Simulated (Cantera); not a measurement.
A freely propagating, adiabatic, planar premixed flame of 13.9 % CO, 15.3 % H2, 2.77 % CH4, 15.5 % O2, 52.6 % N2, unburnt at 450 K and 2250 Torr; mixture-averaged transport, grid criteria slope 0.08 and curve 0.16, no radiation.

Detailed kinetics in Cantera: GRI-Mech 3.0 (53 species, 325 reactions). Burning velocities carry a grid error of a few per cent, more on coarse grids.

Q: Predict: laminar burning velocity; thermal thickness; peak x(CH2O); peak x(HO2).

A: 
```json
{
  "laminar_burning_velocity": "229 cm/s",
  "thermal_thickness": "0.0916 mm",
  "peak x(CH2O)": "0.000340",
  "peak x(HO2)": "0.000656"
}
```
